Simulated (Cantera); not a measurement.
Thermodynamics of aluminium nitride and oxide growth, feed Al(CH3)3 + N2O + H2

A closed system holds: 1 mol Al(CH3)3, 18 mol N2O, 2.2 mol H2, at 1673 K.

These are equilibrium values from Cantera (NASA tables, ideal gas, pure condensed phases), not measurements of a reactor. Candidate condensed phases: Al, AlN, Al2O3, C, C6H6, C7H8, C8H18, H2O; 148 gas species. The feed counts by its element totals alone. Gases not in the tables: Al(OH)3. The numbers say what is thermodynamically allowed, not how fast it happens.

From 0.000100 bar to 1.00 bar the condensed part is Al2O3(s).

```
P (Pa)   x N2  x H2O   x CO2    x O2      x OH      x CO  n Al2O3(s)
------  -----  -----  ------  ------  --------  --------  ----------
10      0.606  0.222  0.0991  0.0638   0.00334   0.00196       0.500
46      0.606  0.224   0.100  0.0635   0.00229  0.000926       0.500
220     0.607  0.225   0.101  0.0634   0.00155  0.000426       0.500
1000    0.607  0.226   0.101  0.0634   0.00106  0.000200       0.500
4600    0.607  0.226   0.101  0.0634  0.000726   9.35e-5       0.500
22000   0.607  0.226   0.101  0.0635  0.000491   4.28e-5       0.500
100000  0.607  0.226   0.101  0.0635  0.000337   2.01e-5       0.500
```
x: gas mole fraction; n: condensed amount in mol.
